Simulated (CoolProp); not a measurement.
Properties of m-xylene along the isobar 0.101 MPa.

Computed with CoolProp (reference Helmholtz-energy equation of state, Zhou 2012).

| T (K) | phase | Z | cv (kJ/(kg K)) | speed of sound (m/s) | Joule-Thomson coefficient (K/MPa) | expansivity (1/kK) | conductivity (mW/(m K)) |
|---|---|---|---|---|---|---|---|
| 527.1 | gas | 0.9823 | 1.910 | 204.0 | 12.34 | 2.014 | 31.6 |
| 537.4 | gas | 0.9834 | 1.938 | 206.1 | 11.54 | 1.967 | 32.8 |
| 547.7 | gas | 0.9845 | 1.966 | 208.2 | 10.81 | 1.923 | 34.1 |
| 558.1 | gas | 0.9854 | 1.993 | 210.3 | 10.15 | 1.880 | 35.3 |
| 568.4 | gas | 0.9863 | 2.020 | 212.3 | 9.555 | 1.841 | 36.6 |
| 578.7 | gas | 0.9871 | 2.047 | 214.3 | 9.015 | 1.803 | 37.9 |
| 589 | gas | 0.9878 | 2.073 | 216.3 | 8.523 | 1.767 | 39.2 |
| 599.4 | gas | 0.9885 | 2.099 | 218.3 | 8.069 | 1.732 | 40.5 |
| 609.7 | gas | 0.9891 | 2.124 | 220.3 | 7.658 | 1.699 | 41.8 |
| 620 | gas | 0.9897 | 2.149 | 222.2 | 7.280 | 1.668 | 43.1 |

Thermal conductivity comes from a separate model (Mylona 2014).
